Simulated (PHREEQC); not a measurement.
Make-up at 25 °C: 10 mmol/kgw Al2(SO4)3, 66 mmol/kgw CaCl2, 59 mmol/kgw NaHCO3 and 190 mmol/kgw Na2SO4. Closed to the air; pH follows from the charge balance.

Computed with PHREEQC (ion-association model with the Debye-Hückel limiting law, phreeqc.dat).

Precipitation was switched off in this run.

Question: What pH, activity of water does the model give?

Answer: pH 6.44; activity of water 0.984.

Question: In which forms is C present?

Answer: HCO3- 77 %, CO2 20 %, NaHCO3 1.9 %, CaHCO3+ 0.7 % of the C.

Examples of supersaturated solids here: Al(OH)3(a), Gibbsite (slow to form). Others may be too. Caution: at this ionic strength the ion-association model is outside its range; a Pitzer model would be the better tool where its parameters exist. Complexes and solids missing from the database can't appear.
